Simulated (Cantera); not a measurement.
A freely propagating, adiabatic, planar premixed flame of CO : H2 : CH4 : O2 : N2 = 1 : 0.67 : 1.5 : 3.95 : 13 (molar parts), equivalence ratio 0.97, unburnt at 498 K and 0.970 bar; mixture-averaged transport, grid criteria slope 0.08 and curve 0.16, no radiation.

Detailed kinetics in Cantera: GRI-Mech 3.0 (53 species, 325 reactions). Burning velocities carry a grid error of a few per cent, more on coarse grids.

x: mole fraction of selected species; z is measured from the peak of heat release.

```csv
z (mm),T (K),u (m/s),x CO,x H2,x CH4,x HCN,x CH2,x C2H2
-0.872,498,1.51,0.0497,0.0333,0.0746,<1e-8,<1e-8,<1e-8
-0.581,499,1.51,0.0497,0.0331,0.0745,<1e-8,<1e-8,<1e-8
-0.436,500,1.51,0.0497,0.0330,0.0745,<1e-8,<1e-8,<1e-8
-0.291,522,1.58,0.0499,0.0325,0.0736,<1e-8,<1e-8,8.03e-8
-0.145,827,2.52,0.0549,0.0314,0.0601,1.27e-7,3.75e-7,3.36e-6
-0.0727,1253,3.84,0.0664,0.0306,0.0366,5.04e-7,8.50e-6,1.49e-5
0,1680,5.19,0.0796,0.0268,0.00981,1.30e-6,4.56e-5,3.65e-5
0.0727,1866,5.77,0.0755,…,…,1.25e-6,…,…
0.145,1924,5.92,…,0.0160,…,…,…,…
0.291,1991,6.07,0.0498,0.0152,1.31e-7,6.88e-8,<1e-8,<1e-8
0.581,2074,6.28,0.0412,0.0146,<1e-8,<1e-8,<1e-8,<1e-8
1.16,2173,6.54,0.0368,0.0126,<1e-8,<1e-8,<1e-8,<1e-8
2.33,2271,6.79,0.0321,0.0102,<1e-8,<1e-8,<1e-8,<1e-8
```

Task: Complete the blanks.

Result: 
- 0.0727, x H2: 0.0196
- 0.0727, x CH4: 0.000883
- 0.0727, x CH2: 1.37e-5
- 0.0727, x C2H2: 8.59e-6
- 0.145, x CO: 0.0638
- 0.145, x CH4: 4.23e-5
- 0.145, x HCN: 5.37e-7
- 0.145, x CH2: 8.83e-7
- 0.145, x C2H2: 3.32e-7
